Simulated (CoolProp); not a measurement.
The fluid at 349.39 K and 1.75 MPa (stagnation) flows isentropically through a choked orifice. The same conditions are run with several fluids, on thermodynamics alone (safety and materials aside).

Values from CoolProp's reference Helmholtz-energy equation of state of each fluid (CH2F2 (R32): Tillner-Roth 1997; R125: Lemmon 2005; R13: Platzer 1990; R507A: Lemmon 2003; CH3F (R41): Lemmon 2006). The equations of Platzer and Polt are older, rougher fits. Blends and air are pseudo-pure fits.

| fluid | throat to inlet pressure ratio | mass flux (kg/(m² s)) | throat temperature (K) |
|---|---|---|---|
| CH2F2 (R32) | … | 5130 | 311.9 |
| R125 | 0.604 | … | … |
| R13 | 0.585 | … | … |
| R507A | 0.602 | 6840 | 329.4 |
| CH3F (R41) | … | … | 306.1 |

Q: Complete the blanks.

A: 
- CH2F2 (R32), throat to inlet pressure ratio: 0.564
- R125, mass flux (kg/(m² s)): 7460
- R125, throat temperature (K): 331.5
- R13, mass flux (kg/(m² s)): 6910
- R13, throat temperature (K): 325.5
- CH3F (R41), throat to inlet pressure ratio: 0.552
- CH3F (R41), mass flux (kg/(m² s)): 4130
